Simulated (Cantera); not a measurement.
Input: 1 mol Si₂Cl₆, 5 mol NH₃, 0.23 mol H₂, at 1.00 bar.

Cantera equilibrium calculation (NASA polynomials, part measured and part estimated; ideal gas, pure solids and liquids). Candidate condensed phases: NH₄Cl, Si, Si₃N₄; 28 gas species. The feed counts by its element totals alone. The tables' values for SiCl₃ are old estimates; treat these amounts as uncertain. Rates play no part.

Question: At 1150 K, list the 5 most abundant gas species with their mole fractions, and the condensed phases.

Answer: H₂ 0.487, HCl 0.343, N₂ 0.128, SiCl₄ 0.0412, SiHCl₃ 0.00119. Condensed: Si₃N₄(s).
